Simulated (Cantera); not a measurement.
Input: 1 mol PbO, 1.9 mol CO, 1.7 mol N2, equilibrated at 13.3 mbar.

These are equilibrium values from Cantera (NASA tables, ideal gas, pure condensed phases), not measurements of a reactor. Candidate condensed phases: C, Pb, PbO, PbO2, Pb3O4; 27 gas species. Rates play no part. All values below are at 1073 K.

Base state: N2 0.470, CO2 0.276, CO 0.249, Pb 0.00548 (mole fractions); condensed: Pb(l).

**Question.** What changes in the equilibrium state with this change: pressure from 13.3 mbar to 4.60 bar?

**Answer.** 
| species | before | after |
|---|---|---|
| N2 | 0.470 | 0.472 |
| CO2 | 0.276 | 0.278 |
| CO | 0.249 | 0.250 |
| Pb | 0.00548 | 1.59e-5 |
| Pb(l), mol | 0.980 | 1.000 |
